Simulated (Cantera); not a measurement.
A perfectly stirred reactor is fed with CH4 : CO2 = 1 : 1.9 (molar parts), at 1000000 Pa; it is held at 1798 K, and followed from long to short residence time.

Cantera simulation using GRI-Mech 3.0 (53 species, 325 reactions); the numbers are that mechanism's predictions, not measurements.

Question: Predict: x(CH4) at τ = 0.710 s; x(CO2) at τ = 0.710 s; x(C2H6) at τ = 0.710 s; x(C2H4) at τ = 0.710 s; x(CH4) at τ = 5.60 ms; x(CO2) at τ = 5.60 ms; x(C2H6) at τ = 5.60 ms; x(C2H4) at τ = 5.60 ms.

Answer: 
| Quantity | Result |
|---|---|
| x(CH4) at τ = 0.710 s | 0.0105 |
| x(CO2) at τ = 0.710 s | 0.0749 |
| x(C2H6) at τ = 0.710 s | 2.93e-6 |
| x(C2H4) at τ = 0.710 s | 0.000399 |
| x(CH4) at τ = 5.60 ms | 0.0710 |
| x(CO2) at τ = 5.60 ms | 0.280 |
| x(C2H6) at τ = 5.60 ms | 0.000202 |
| x(C2H4) at τ = 5.60 ms | 0.00332 |
